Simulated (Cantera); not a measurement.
Input: 1 mol BF3, 0.11 mol NH3, 10 mol N2, held at 2075 K and 94000 Pa.

Equilibrium computed with Cantera from the NASA thermochemical tables; the gas is ideal and each condensed phase is pure. Candidate condensed phases: B, BN; 31 gas species. The tables' values for BF2 are old estimates; treat these amounts as uncertain. Kinetics and transport are ignored.

Base state: N2 0.891, BF3 0.0766, HF 0.0129, BF2 0.0106, H2 0.00779, BF 0.000872, BHF2 0.000522, H 0.000243 (mole fractions); condensed: gas only.

What changes in the equilibrium state with this change: temperature from 2075 K to 1873 K?


```
species    before     after
-------  --------  --------
N2          0.891     0.894
BF3        0.0766    0.0827
H2        0.00779    0.0110
HF         0.0129   0.00649
BF2        0.0106   0.00516
H        0.000243   6.99e-5
BF       0.000872  0.000293
BHF2     0.000522  0.000744
```

What changes in the equilibrium state with this change: N2 from 10 to 36 mol?


| species | before | after |
|---|---|---|
| N2 | 0.891 | 0.966 |
| BF3 | 0.0766 | 0.0223 |
| HF | 0.0129 | 0.00490 |
| BF2 | 0.0106 | 0.00397 |
| BHF2 | 0.000522 | 9.56e-5 |
| H2 | 0.00779 | 0.00186 |
| BF | 0.000872 | 0.000419 |
| H | 0.000243 | 0.000119 |
